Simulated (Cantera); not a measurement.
# PbO + H2 + H2O (hydrogen reduction and annealing atmospheres)

Input: 1 mol PbO, 1.8 mol H2, 1.1 mol H2O, held at 58000 Pa.

These are equilibrium values from Cantera (NASA tables, ideal gas, pure condensed phases), not measurements of a reactor. Candidate condensed phases: H2O, Pb, PbO, PbO2, Pb3O4; 12 gas species. Gases not in the tables: (PbO)n polymers. Equilibrium is a limit: real reactors are often held back by kinetics, nucleation or transport.

```
T (°C)  x H2O   x H2      x Pb     x PbO       x H      x OH     x Pb2  n Pb(l)
------  -----  -----  --------  --------  --------  --------  --------  -------
700     0.724  0.276   1.51e-5  7.30e-11  7.46e-10  3.49e-12  3.14e-11    1.000
900     0.724  0.276  0.000727   4.64e-8   8.13e-8   1.47e-9   2.04e-8    0.998
1100    0.716  0.273    0.0111   4.44e-6   2.28e-6   1.07e-7   1.91e-6    0.968
1300    0.664  0.253    0.0828  0.000132   2.69e-5   2.54e-6   5.40e-5    0.737
1500    0.537  0.206     0.255   0.00117  0.000170   2.74e-5  0.000299        0
1700    0.535  0.207     0.253   0.00268  0.000807  0.000198  0.000191        0
1900    0.531  0.209     0.250   0.00520   0.00290  0.000986  0.000129        0
```
x: gas mole fraction; n: condensed amount in mol.

From 700 °C to 1300 °C the condensed part is Pb(l). From 1500 °C to 1900 °C nothing is condensed.
